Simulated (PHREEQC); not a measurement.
1 kg of water holding 6.6 mmol/kgw Na2SO4 and 7.3 mmol/kgw NaCl is evaporated at 15 °C; the solids stay in contact with the brine. The system is closed to CO2. The run lets Halite, Mirabilite, Thenardite precipitate or redissolve, and no other solid.

Computed with PHREEQC (Pitzer model, pitzer.dat).

| water left (kg) | ionic strength | water activity | Mirabilite (mol) |
|---|---|---|---|
| 1 | 0.0271 | 0.999 | 0 |
| 0.6755 | 0.0401 | 0.999 | 0 |
| 0.5552 | 0.0488 | 0.999 | 0 |
| 0.375 | 0.0723 | 0.999 | 0 |
| 0.2533 | 0.107 | 0.998 | 0 |
| 0.2082 | 0.130 | 0.997 | 0 |
| 0.1407 | 0.193 | 0.996 | 0 |
| 0.09502 | 0.285 | 0.995 | 0 |
| 0.06418 | 0.422 | 0.992 | 0 |
| 0.05275 | 0.514 | 0.990 | 0 |
| 0.03564 | 0.760 | 0.986 | 0 |
| 0.02407 | 1.13 | 0.980 | 0 |
| 0.01979 | 1.37 | 0.976 | 0 |
| 0.01337 | 2.03 | 0.965 | 0 |
| 0.009004 | 2.96 | 0.949 | 0.000145 |
| 0.007098 | 3.05 | 0.943 | 0.00183 |
| 0.004266 | 3.44 | 0.921 | 0.00414 |

Mirabilite from water left = 0.009004 kg.
